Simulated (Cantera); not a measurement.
A closed system holds: 1 mol NaOH, 5.4 mol CO2, 0.0058 mol O2, equilibrated at 0.250 bar.

Equilibrium computed with Cantera from the NASA thermochemical tables; the gas is ideal and each condensed phase is pure. Candidate condensed phases: C, C6H6, C7H8, C8H18, H2O, Na, NaOH, NaO2, Na2CO3, Na2O, Na2O2; 117 gas species. Equilibrium is a limit: real reactors are often held back by kinetics, nucleation or transport.

x: gas mole fraction; n: condensed amount in mol.

```json
[
 {"T (°C)": "1252", "x CO2": "0.899", "x Na": "0.00104", "x NaOH": "0.0137", "x H2O": "0.0842", "x O2": "0.00148", "x CO": "0.000331", "n Na2CO3(l)": "0.460"},
 {"T (°C)": "1327", "x CO2": "0.888", "x Na": "0.00439", "x NaOH": "0.0317", "x H2O": "0.0729", "x O2": "0.00247", "x CO": "0.000712", "n Na2CO3(l)": "0.398"},
 {"T (°C)": "1402", "x CO2": "0.863", "x Na": "0.0152", "x NaOH": "0.0621", "x H2O": "0.0531", "x O2": "0.00532", "x CO": "0.00121", "n Na2CO3(l)": "0.270"},
 {"T (°C)": "1477", "x CO2": "0.815", "x Na": "(withheld)", "x NaOH": "(withheld)", "x H2O": "(withheld)", "x O2": "(withheld)", "x CO": "(withheld)", "n Na2CO3(l)": "(withheld)"},
 {"T (°C)": "1552", "x CO2": "0.800", "x Na": "0.0603", "x NaOH": "0.0877", "x H2O": "0.0303", "x O2": "0.0173", "x CO": "0.00323", "n Na2CO3(l)": "0"},
 {"T (°C)": "1627", "x CO2": "0.789", "x Na": "(withheld)", "x NaOH": "(withheld)", "x H2O": "(withheld)", "x O2": "(withheld)", "x CO": "(withheld)", "n Na2CO3(l)": "0"},
 {"T (°C)": "1702", "x CO2": "0.776", "x Na": "0.0817", "x NaOH": "0.0628", "x H2O": "0.0408", "x O2": "0.0259", "x CO": "0.0103", "n Na2CO3(l)": "0"},
 {"T (°C)": "1777", "x CO2": "0.760", "x Na": "0.0908", "x NaOH": "0.0519", "x H2O": "0.0450", "x O2": "0.0313", "x CO": "0.0171", "n Na2CO3(l)": "0"},
 {"T (°C)": "1852", "x CO2": "0.741", "x Na": "0.0985", "x NaOH": "0.0423", "x H2O": "0.0484", "x O2": "0.0379", "x CO": "0.0269", "n Na2CO3(l)": "0"},
 {"T (°C)": "1927", "x CO2": "0.717", "x Na": "0.104", "x NaOH": "0.0343", "x H2O": "0.0507", "x O2": "0.0457", "x CO": "0.0405", "n Na2CO3(l)": "0"}
]
```

Question: Complete the blanks.

Answer: 
- 1627, x Na: 0.0714
- 1627, x NaOH: 0.0749
- 1627, x H2O: 0.0358
- 1627, x O2: 0.0213
- 1627, x CO: 0.00593
- 1477, x Na: 0.0453
- 1477, x NaOH: 0.0966
- 1477, x H2O: 0.0276
- 1477, x O2: 0.0129
- 1477, x CO: 0.00173
- 1477, n Na2CO3(l): 0.0316
